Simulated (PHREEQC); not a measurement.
0.01 mol of Fluorite (CaF2) is brought to equilibrium with 1 kg of water holding 0.003 mol/kgw NaCl, at 85 °C, the pH being set by adding NaOH or HCl. Oxygen is held at 0.21 atm. The system is closed to CO2. Solids allowed: Fluorite. Others were left out.

Base run: PHREEQC, ion-association model, phreeqc.dat. Each further column changes one thing. The table gives dissolved Ca (mol/kgw).

| pH | base | temperature from 85 to 20 °C | temperature from 85 to 50 °C |
|---|---|---|---|
| 4 | 0.000378 | 0.000218 | 0.000291 |
| 5.33 | 0.000297 | 0.000201 | 0.000255 |
| 6 | 0.000294 | 0.000201 | 0.000254 |
| 6.67 | 0.000293 | 0.000200 | 0.000253 |
| 8 | 0.000293 | 0.000200 | 0.000253 |
| 9.33 | 0.000296 | 0.000201 | 0.000254 |
| 10 | 0.000309 | 0.000201 | 0.000256 |
| 10.67 | 0.000348 | 0.000202 | 0.000264 |
| 12 | 0.000646 | 0.000227 | 0.000368 |

Away from 25 °C the constants follow the database's enthalpies or fits; those with neither stay at their 25 °C values.
